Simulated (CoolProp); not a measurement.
Vapour-liquid equilibrium of propane (1) + R152A (2) at -13.35 °C; x and y are mole fractions of (1).

Computed with CoolProp (multi-fluid Helmholtz-energy mixture model, Lemmon 2009 and Outcalt 1996; pair parameters Bell 2016).

**Question.** Give the bubble pressure and the first vapour's composition at x = 0.2, 0.35, 0.65. Is there an azeotrope?

**Answer.** x = 0.2: 281.8 kPa, y = 0.507; x = 0.35: 318.8 kPa, y = 0.603; x = 0.65: 344.0 kPa, y = 0.702. y crosses x between x = 0.65 and 0.8: the model has an azeotrope there.

The pair parameters rest on a limited set of measurements; away from them the model extrapolates. With so large a gap from Raoult's law the liquid may split in two, which this calculation doesn't test in full.
